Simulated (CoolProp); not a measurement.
A closed Brayton cycle with nitrogen: compressor inlet 306.15 K and 3.5 MPa, high pressure 11.4 MPa, turbine inlet 750 K, compressor efficiency 0.89, turbine efficiency 0.9, recuperator effectiveness 0 (on enthalpy, no pinch check). Each further row changes one setting.

The numbers come from the reference Helmholtz-energy equation of state, Span 2000 in CoolProp.

```csv
case,thermal efficiency (%),net work (kJ/kg),compressor to turbine work,compressor exit (K),turbine exit (K)
as stated,18.2,61.5,0.70,446.0,563.3
turbine inlet 700 K,16.8,47.4,0.76,446.0,524.1
compressor inlet 316.15 K,17.5,56.4,0.73,460.3,563.3
high pressure 9.69 MPa,16.6,60.0,0.67,423.9,586.0
recuperator effectiveness 0.5,22.3,61.5,0.70,446.0,563.3
```
